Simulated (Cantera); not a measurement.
A closed system holds: 1 mol Fe, 1.2 mol H2S, 0.64 mol CO, held at 550 °C and 27.0 mbar.

Cantera equilibrium calculation (NASA polynomials, part measured and part estimated; ideal gas, pure solids and liquids). Candidate condensed phases: C, C6H6, C7H8, C8H18, Fe, Fe(CO)5, FeO, Fe(OH)2, Fe(OH)3, FeS, FeSO4, FeS2, Fe2O3, Fe2(SO4)3, Fe3O4, H2O, H2SO4, S; 127 gas species. FeS: taken at fixed stoichiometry. Kinetics and transport are ignored.

Base state: H2 0.548, CO 0.219, H2S 0.119, CO2 0.0619, H2O 0.0429, CH4 0.00757, COS 0.00155 (mole fractions); condensed: C(graphite) + FeS(s).

What changes in the equilibrium state with this change: temperature from 550 °C to 975 °C?


```
species            before     after
----------------  -------  --------
H2                  0.548     0.554
CO                  0.219     0.342
H2S                 0.119    0.0941
CO2                0.0619  0.000485
H2O                0.0429   0.00122
S2                9.26e-7   0.00432
SH                8.46e-8  0.000238
CH4               0.00757   5.93e-6
C(graphite), mol    0.161         0
FeS(s), mol          1.00      1.00
```
Gases not in the tables: S3 to S7.
